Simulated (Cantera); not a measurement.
# Ignition delay

Mixture: CH4 : O2 : N2 = 1 : 2.67 : 10 (molar parts), at 615 Torr, adiabatic and at constant pressure. Ignition delay is the time to a rise of 400 K.

Detailed kinetics in Cantera: GRI-Mech 3.0 (53 species, 325 reactions).

```json
[
 {"T0 (K)": "1275", "delay (ms)": "16.3"},
 {"T0 (K)": "1325", "delay (ms)": "8.56"},
 {"T0 (K)": "1375", "delay (ms)": "4.66"},
 {"T0 (K)": "1425", "delay (ms)": "2.65"},
 {"T0 (K)": "1475", "delay (ms)": "1.57"},
 {"T0 (K)": "1525", "delay (ms)": "0.971"},
 {"T0 (K)": "1575", "delay (ms)": "0.627"},
 {"T0 (K)": "1625", "delay (ms)": "0.420"}
]
```

```yaml
apparent activation energy between 1525 and 1625 K: 170 kJ/mol
```
